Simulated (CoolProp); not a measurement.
Model: reference Helmholtz-energy equation of state, Thol 2015, in CoolProp.

Task: For 1,2-dichloroethane, give the phase and the speed of sound (m/s), Joule-Thomson coefficient (K/MPa), isothermal compressibility (1/MPa) at 421.7 K and 4.43 MPa.

Result: 
- 421.7 K and 4.43 MPa: liquid; speed of sound 752, Joule-Thomson coefficient -0.175, isothermal compressibility 0.00251
